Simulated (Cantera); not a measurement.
Charge: 1 mol Al(CH₃)₃, a varied amount of N₂, 740 mol H₂, held at 1.00 bar.

These are equilibrium values from Cantera (NASA tables, ideal gas, pure condensed phases), not measurements of a reactor. Candidate condensed phases: Al, AlN, C, C₆H₆, C₇H₈, C₈H₁₈; 97 gas species. The feed counts by its element totals alone. Kinetics and transport are ignored.

Stable condensed phases, one row left out:

```
T in K \ n(N₂) in mol
         6.5  14  22  30  38  46  54  62  70
   2025    A   B   B   B   B   B   B   B   B
   1925    A   A   A   A   A   B   B   B   B
   1825    A   A   A   A   A   A   A   A   A
   1725    A   A   A   A   A   A   A   A   A
   1625    A   A   A   A   A   A   A   A   A
   1525    A   A   A   A   A   A   A   A   A
   1325    B   B   B   B   B   B   B   B   B
   1225    B   B   B   B   B   B   B   B   B
   1125    B   B   B   B   B   B   B   B   B
```

A: AlN + C; B: AlN.

Question: Give the row for 1425 K.

Answer: 6.5: AlN + C; 14: AlN + C; 22: AlN + C; 30: AlN + C; 38: AlN + C; 46: AlN + C; 54: AlN + C; 62: AlN + C; 70: AlN + C.
